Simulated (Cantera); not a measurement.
An adiabatic, constant-volume homogeneous reactor starts with H2 : O2 : N2 = 1 : 0.562 : 2.11 (molar parts), at 975 K and 0.987 atm. Integrator tolerance rtol = 1e-08.

Model: the H2/O2 subset of GRI-Mech 3.0, which has no nitrogen chemistry, integrated in Cantera.

**Question.** What does this change do: initial temperature 975 to 1573 K?

**Answer.** 
```
quantity                                                            before                                    after
---------------------------------  ---------------------------------------  ---------------------------------------
time of steepest temperature rise                                 0.664 ms                                  10.4 µs
temperature at 0.500 s                                              2859 K                                   2986 K
equilibrium temperature                                             2859 K                                   2986 K
x(H2) at 0.500 s                     0.0277 (gas-phase equilibrium 0.0277)    0.0429 (gas-phase equilibrium 0.0429)
x(O2) at 0.500 s                     0.0249 (gas-phase equilibrium 0.0249)    0.0287 (gas-phase equilibrium 0.0287)
x(H2O2) at 0.500 s                 9.12e-7 (gas-phase equilibrium 9.12e-7)  8.42e-7 (gas-phase equilibrium 8.42e-7)
x(O) at 0.500 s                    0.00667 (gas-phase equilibrium 0.00667)    0.0140 (gas-phase equilibrium 0.0140)
x(H2O) at 0.500 s                      0.258 (gas-phase equilibrium 0.258)      0.222 (gas-phase equilibrium 0.222)
x(OH) at 0.500 s                     0.0286 (gas-phase equilibrium 0.0286)    0.0407 (gas-phase equilibrium 0.0407)
x(H) at 0.500 s                      0.0104 (gas-phase equilibrium 0.0104)    0.0239 (gas-phase equilibrium 0.0239)
```
